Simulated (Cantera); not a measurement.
Charge: 1 mol FeS2, 1700 mol H2, 0.44 mol H2O, at 1.33 mbar.

Cantera equilibrium calculation (NASA polynomials, part measured and part estimated; ideal gas, pure solids and liquids). Candidate condensed phases: Fe, FeO, Fe(OH)2, Fe(OH)3, FeS, FeSO4, FeS2, Fe2O3, Fe2(SO4)3, Fe3O4, H2O, H2SO4, S; 22 gas species. FeS: taken at fixed stoichiometry. The numbers say what is thermodynamically allowed, not how fast it happens.

x: gas mole fraction; n: condensed amount in mol.

```csv
T (K),x H2,x H,x H2S,x Fe,x SH,x S,n FeS(s),n Fe(α),n Fe(γ)
848,0.999,5.21e-10,0.000588,<1e-12,2.82e-9,<1e-12,1.00,0,0
948,0.999,(withheld),(withheld),<1e-12,(withheld),(withheld),(withheld),(withheld),0
1048,0.999,2.11e-7,0.00118,1.05e-10,4.81e-7,2.43e-10,0,1.00,0
1148,0.999,1.96e-6,0.00117,5.99e-9,2.49e-6,5.17e-9,0,1.000,0
1248,0.999,1.28e-5,0.00116,1.75e-7,9.81e-6,6.72e-8,0,0,1.000
1348,0.999,(withheld),0.00112,(withheld),(withheld),(withheld),0,0,0.995
1448,0.998,0.000252,0.00102,3.58e-5,7.78e-5,3.55e-6,0,0,0.939
1548,0.997,0.000842,0.000866,0.000302,0.000159,1.57e-5,0,0,0.486
1648,0.996,0.00243,0.000667,0.000587,0.000267,5.16e-5,0,0,0
1748,0.992,0.00623,0.000467,0.000586,0.000374,0.000132,0,0,0
1848,0.984,0.0144,0.000298,0.000583,0.000441,0.000266,0,0,0
1948,0.968,0.0304,0.000172,0.000578,0.000445,0.000438,0,0,0
```

### Question
Some entries are withheld; supply them.

### Answer

- 948, x H: 1.44e-8
- 948, x H2S: 0.000714
- 948, x SH: 3.99e-8
- 948, x S: 3.63e-12
- 948, n FeS(s): 0.786
- 948, n Fe(α): 0.214
- 1348, x H: 6.33e-5
- 1348, x Fe: 3.06e-6
- 1348, x SH: 3.07e-5
- 1348, x S: 5.83e-7
